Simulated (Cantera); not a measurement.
# Silicon oxide and oxynitride deposition: TEOS + H₂O

Input: 1 mol TEOS, 1.4 mol H₂O, at 0.00110 bar.

Equilibrium computed with Cantera from the NASA thermochemical tables; the gas is ideal and each condensed phase is pure. Candidate condensed phases: C, C₆H₆, C₇H₈, C₈H₁₈, H₂O, Si, SiC, SiO₂; 123 gas species. The feed counts by its element totals alone. Mutual solubility and eutectic melting of coexisting phases are not modelled. The tables hold silica as quartz up to 1696 K and as liquid above; real silica turns to tridymite and cristobalite and melts near 1996 K. Rates play no part.

| T (K) | x H₂ | x CO | x CO₂ | x H₂O | x CH₄ | x SiO | n C(graphite) | n SiO₂(α-quartz) | n SiO₂(β-quartz) | n SiC(s) |
|---|---|---|---|---|---|---|---|---|---|---|
| 775 | 0.775 | 0.205 | 0.0106 | 0.00790 | 0.00135 | <1e-12 | 4.85 | 1.00 | 0 | 0 |
| 825 | 0.771 | 0.224 | 0.00248 | 0.00239 | 0.000591 | <1e-12 | 4.66 | 1.00 | 0 | 0 |
| 875 | 0.770 | 0.228 | 0.000615 | 0.000788 | 0.000285 | <1e-12 | 4.62 | 0 | 1.00 | 0 |
| 925 | 0.770 | 0.229 | 0.000174 | 0.000289 | 0.000148 | <1e-12 | 4.60 | 0 | 1.00 | 0 |
| 975 | 0.770 | 0.230 | 5.57e-5 | 0.000117 | 8.20e-5 | <1e-12 | 4.60 | 0 | 1.00 | 0 |
| 1025 | 0.770 | 0.230 | 2.00e-5 | 5.16e-5 | 4.80e-5 | 3.47e-11 | 4.60 | 0 | 1.00 | 0 |
| 1075 | 0.770 | 0.230 | 7.89e-6 | 2.46e-5 | 2.94e-5 | 1.47e-9 | 4.60 | 0 | 1.00 | 0 |
| 1125 | 0.770 | 0.230 | 3.39e-6 | 1.25e-5 | 1.88e-5 | 4.46e-8 | 4.60 | 0 | 1.000 | 0 |
| 1175 | 0.770 | 0.230 | 1.57e-6 | 6.75e-6 | 1.25e-5 | 1.00e-6 | 4.60 | 0 | 1.000 | 0 |
| 1225 | 0.770 | 0.230 | 7.77e-7 | 3.83e-6 | 8.57e-6 | 1.74e-5 | 4.60 | 0 | 1.000 | 0 |
| 1275 | 0.706 | 0.293 | 6.63e-7 | 2.66e-6 | 5.09e-6 | 0.000189 | 2.60 | 0 | 0.332 | 0.665 |
| 1325 | 0.679 | 0.321 | 4.38e-7 | 1.72e-6 | 3.40e-6 | 0.000274 | 1.61 | 0 | 0 | 0.995 |
| 1375 | 0.678 | 0.321 | 2.52e-7 | 1.10e-6 | 2.52e-6 | 0.000355 | 1.61 | 0 | 0 | 0.994 |
x: gas mole fraction; n: condensed amount in mol.

From 775 K to 825 K the condensed part is C(graphite) + SiO₂(α-quartz). From 875 K to 1225 K the condensed part is C(graphite) + SiO₂(β-quartz). At 1275 K the condensed part is C(graphite) + SiC(s) + SiO₂(β-quartz). From 1325 K to 1375 K the condensed part is C(graphite) + SiC(s).
